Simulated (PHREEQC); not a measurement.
1 kg of water holding 0.019 mol SrCl2, 0.091 mol MgCl2, 0.47 mol NaCl, 0.041 mol CaCl2 and 0.3 mol KCl is evaporated at 15 °C; the solids stay in contact with the brine. No CO2 enters from the air. The run lets Bischofite, Brucite, Carnallite, Halite, Portlandite, Sylvite, MgCl2_4H2O precipitate or redissolve, and no other solid.

All values are PHREEQC results (Pitzer model, pitzer.dat), not measurements.

```csv
water left (kg),ionic strength,water activity,Halite (mol),Sylvite (mol),Carnallite (mol),Ca in solution (mol/kgw)
1,1.22,0.967,0,0,0,0.0410
0.8219,1.49,0.960,0,0,0,0.0499
0.6755,1.81,0.951,0,0,0,0.0607
0.5552,2.20,0.939,0,0,0,0.0738
0.4563,2.68,0.925,0,0,0,0.0899
0.375,3.26,0.906,0,0,0,0.109
0.3082,3.97,0.882,0,0,0,0.133
0.2533,4.83,0.852,0,0,0,0.162
0.2082,5.87,0.812,0,0,0,0.197
0.1711,7.15,0.761,0,0,0,0.240
0.1407,8.09,0.720,0,0.0855,0,0.291
0.1156,8.55,0.703,0.0929,0.141,0,0.355
0.09502,8.93,0.695,0.197,0.178,0,0.431
0.07809,9.40,0.682,0.280,0.209,0,0.525
0.06418,10.0,0.664,0.346,0.234,0,0.639
0.05275,10.9,0.635,0.396,0.255,0,0.777
0.04335,12.0,0.590,0.431,0.271,0,0.946
0.03564,13.7,0.520,0.453,0.283,0,1.15
0.02667,14.9,0.471,0.462,0.265,0.0243,1.54
0.01767,16.2,0.436,0.466,0.234,0.0592,2.32
```

Sylvite from water left = 0.1407 kg; Halite from water left = 0.1156 kg; Carnallite from water left = 0.02667 kg.
